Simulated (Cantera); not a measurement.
Input (Python, Cantera):

```python
import numpy as np
import cantera as ct

gas = ct.Solution("gri30.yaml")
gas.TPX = 425, 520000, {'CH4': 1, 'C2H6': 0.95, 'O2': 3.55, 'N2': 13.3}
flame = ct.FreeFlame(gas, width=0.013)
flame.set_refine_criteria(ratio=3, slope=0.08, curve=0.16)
flame.transport_model = "mixture-averaged"
flame.solve(loglevel=0, auto=True)
flame.transport_model = "multicomponent"
flame.soret_enabled = True
flame.solve(loglevel=0, refine_grid=True)
z, T = flame.grid, flame.T
thick = (T[-1] - T[0]) / np.gradient(T, z).max()
show = ['CH4', 'C2H6', 'O2', 'HCO', 'N2O', 'H2']
print(f"laminar burning velocity  {flame.velocity[0] * 100:.3f} cm/s")
print(f"burnt temperature         {T[-1]:.1f} K")
print(f"thermal thickness         {thick * 1e3:.4f} mm")
print(f"grid points               {len(z)}")
z0 = z[flame.heat_release_rate.argmax()]
print(f"{'z/mm':>9s}{'T/K':>9s}{'u/(m/s)':>9s}" + "".join(f"{s:>11s}" for s in show))
rows = []
for k in (-3, -2, -1.5, -1, -0.5, -0.25, 0, 0.25, 0.5, 1, 2, 4, 8):
    zz = z0 + k * thick
    rows.append([k * thick, np.interp(zz, z, T), np.interp(zz, z, flame.velocity),
                 *(np.interp(zz, z, flame.X[gas.species_index(s)]) for s in show)])
    print(f"{rows[-1][0] * 1e3:9.3f}{rows[-1][1]:9.1f}{rows[-1][2]:9.3f}" + "".join(f"{x:11.3e}" for x in rows[-1][3:]))
```

Output:

```
laminar burning velocity  19.406 cm/s
burnt temperature         2031.3 K
thermal thickness         0.2042 mm
grid points               126
     z/mm      T/K  u/(m/s)        CH4       C2H6         O2        HCO        N2O         H2
   -0.613    425.4    0.195  5.304e-02  5.044e-02  1.884e-01  2.068e-18  1.768e-12  2.101e-03
   -0.408    430.7    0.198  5.250e-02  5.028e-02  1.874e-01  6.877e-19  4.303e-11  5.763e-03
   -0.306    448.0    0.207  5.140e-02  5.006e-02  1.855e-01  2.208e-17  2.433e-10  9.830e-03
   -0.204    560.1    0.261  4.721e-02  4.815e-02  1.749e-01  8.343e-14  2.565e-09  1.819e-02
   -0.102   1003.6    0.484  3.518e-02  3.231e-02  1.265e-01  1.105e-08  1.937e-08  3.387e-02
   -0.051   1382.5    0.683  2.465e-02  1.276e-02  7.959e-02  2.533e-06  4.050e-08  4.398e-02
    0.000   1732.7    0.874  1.330e-02  1.150e-03  3.498e-02  6.652e-06  5.730e-08  5.157e-02
    0.051   1917.6    0.974  6.514e-03  8.353e-05  1.272e-02  2.469e-06  4.079e-08  5.456e-02
    0.102   1990.6    1.012  4.110e-03  2.071e-05  4.895e-03  9.561e-07  2.116e-08  5.646e-02
    0.204   2032.0    1.033  2.830e-03  4.323e-06  1.087e-03  2.423e-07  6.041e-09  5.940e-02
    0.408   2043.4    1.039  2.168e-03  1.108e-06  1.373e-04  8.401e-08  1.526e-09  6.284e-02
    0.817   2042.6    1.040  1.607e-03  4.600e-07  6.752e-06  5.831e-08  9.277e-10  6.638e-02
    1.634   2038.9    1.040  1.085e-03  1.966e-07  1.825e-07  5.036e-08  9.514e-10  6.975e-02
```

Model: GRI-Mech 3.0 (53 species, 325 reactions), integrated in Cantera. Burning velocities carry a grid error of a few per cent, more on coarse grids.
